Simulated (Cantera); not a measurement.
A perfectly stirred reactor is fed with N2O : N2 = 1 : 0.13 (molar parts), at 0.158 atm; it is held at 1100 K, and followed from long to short residence time.

Computed with Cantera and GRI-Mech 3.0 (53 species, 325 reactions). GRI-Mech 3.0 was tuned for natural gas; its chemistry of N2O as a main component is partial and can be far from experiment. The mechanism lacks the step 2 NO + O2 → 2 NO2, which can matter for NO2 below about 1400 K. The temperature is held fixed by assumption; the heat of reaction is taken as removed at once.

x: mole fraction; the columns are a selection and need not sum to one.

```csv
τ (s),x N2O,x NO2,x NO,x O2,x N2,x O
27,0.602,___,0.0131,0.0916,0.294,3.17e-7
3.5,0.833,___,0.00243,0.0167,0.148,3.27e-7
0.45,0.878,___,0.000331,0.00227,0.119,3.29e-7
0.057,0.884,___,4.23e-5,0.000289,0.116,3.29e-7
0.0074,0.885,2.16e-10,5.46e-6,3.73e-5,0.115,3.26e-7
0.00094,0.885,3.18e-12,6.57e-7,4.48e-6,0.115,3.09e-7
0.00012,0.885,<1e-12,5.93e-8,4.05e-7,0.115,2.19e-7
```

Question: Complete the blanks.

Answer: 
- 27, x NO2: 2.89e-5
- 3.5, x NO2: 4.80e-6
- 0.45, x NO2: 3.85e-7
- 0.057, x NO2: 1.16e-8
